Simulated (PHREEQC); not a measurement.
A made-up water analysis in mg/L, 25 °C, pH 3.91, pe 10.4:

```
constituent  mg/L
-----------  ----
Na            439
K            28.1
Ca            144
Mg            200
Cl             50
S(6) as SO4  2090
F            1.07
Zn            4.3
Cu(2)        1.43
N(5) as NO3  18.2
```

Valence states are taken as typed.

Equilibrium calculation in PHREEQC: ion-association model, phreeqc.dat.

Precipitation was switched off in this run.

### Question
Order these Zn species by the share of Zn that they hold, largest first: Zn+2, Zn(SO4)2-2, ZnSO4.

### Answer
Zn+2 (54 %), ZnSO4 (40 %), Zn(SO4)2-2 (5.4 %)

The pH is 3.91 and the ionic strength 0.0571 mol/kgw. Species that the database lacks are ignored.
